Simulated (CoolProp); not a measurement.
Aqueous potassium formate as a coolant, at 24 °C, 1 atm.

Computed with CoolProp (Melinder's fits for secondary coolants).

```
mass %  freezing point (°C)  conductivity (W/(m K))  density (kg/m³)  viscosity (mPa s)  Prandtl number
------  -------------------  ----------------------  ---------------  -----------------  --------------
2.9                    -1.3                   0.598             1016              0.974            6.63
6.5                    -3.0                   0.590             1038               1.03            6.87
10.2                   -5.0                   0.583             1060               1.08            7.04
13.8                   -7.2                   0.576             1082               1.13            7.22
17.4                   -9.7                   0.570             1104               1.20            7.46
21                    -12.4                   0.563             1127               1.28            7.78
24.6                  -15.6                   0.557             1151               1.37            8.17
28.3                  -19.3                   0.549             1176               1.48            8.61
31.9                  -23.4                   0.542             1201               1.59            9.06
35.5                  -28.1                   0.533             1227               1.70            9.54
39.1                  -33.5                   0.524             1253               1.82            10.1
```
